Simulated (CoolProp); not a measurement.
A closed Brayton cycle with carbon dioxide: compressor inlet 322.15 K and 8 MPa, high pressure 22.4 MPa, turbine inlet 965 K, compressor efficiency 0.8, turbine efficiency 0.85, recuperator effectiveness 0 (on enthalpy, no pinch check). Each further row changes one setting.

Computed with CoolProp (reference Helmholtz-energy equation of state, Span 1996).

| case | thermal efficiency (%) | net work (kJ/kg) | compressor to turbine work | compressor exit (K) | turbine exit (K) |
|---|---|---|---|---|---|
| as stated | 13.2 | 95.2 | 0.37 | 409.7 | 836.9 |
| turbine inlet 915 K | 13.2 | ? | 0.39 | 409.7 | ? |
| compressor inlet 332.15 K | 12.7 | ? | ? | 426.6 | 836.9 |
| high pressure 19 MPa | ? | 83.1 | 0.35 | 395.2 | ? |
| recuperator effectiveness 0.5 | ? | 95.2 | 0.37 | 409.7 | 836.9 |

### Question
Fill in the missing entries.

### Answer

- turbine inlet 915 K, net work (kJ/kg): 86.8
- turbine inlet 915 K, turbine exit (K): 791.2
- compressor inlet 332.15 K, net work (kJ/kg): 88.0
- compressor inlet 332.15 K, compressor to turbine work: 0.42
- high pressure 19 MPa, thermal efficiency (%): 11.3
- high pressure 19 MPa, turbine exit (K): 856.7
- recuperator effectiveness 0.5, thermal efficiency (%): 20.0
